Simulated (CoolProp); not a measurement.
Properties of R245ca along the isobar 564 kPa (Tc = 174.4 °C, pc = 3941 kPa, ω = 0.355).

Model: reference Helmholtz-energy equation of state, Zhou 2016, in CoolProp.

| T (°C) | phase | density (kg/m³) | cp (kJ/(kg K)) | Joule-Thomson coefficient (K/MPa) | fugacity coefficient |
|---|---|---|---|---|---|
| 87.95 | gas | 28.58 | 1.102 | 17.66 | 0.8939 |
| 94.85 | gas | 27.77 | 1.107 | 16.33 | 0.9008 |
| 101.65 | gas | 27.03 | 1.112 | 15.16 | 0.9070 |
| 108.45 | gas | 26.34 | 1.119 | 14.12 | 0.9127 |
| 115.35 | gas | 25.69 | 1.125 | 13.18 | 0.9181 |
| 122.15 | gas | 25.08 | 1.132 | 12.34 | 0.9229 |
| 128.95 | gas | 24.52 | 1.139 | 11.58 | 0.9274 |
| 135.85 | gas | 23.98 | 1.147 | 10.89 | 0.9316 |
| 142.65 | gas | 23.47 | 1.154 | 10.26 | 0.9355 |
| 149.55 | gas | 22.99 | 1.162 | 9.688 | 0.9391 |
| 156.35 | gas | 22.53 | 1.169 | 9.170 | 0.9424 |
| 163.15 | gas | 22.10 | 1.177 | 8.695 | 0.9455 |
| 170.05 | gas | 21.68 | 1.185 | 8.253 | 0.9484 |
| 176.85 | gas | 21.29 | 1.193 | 7.852 | 0.9511 |
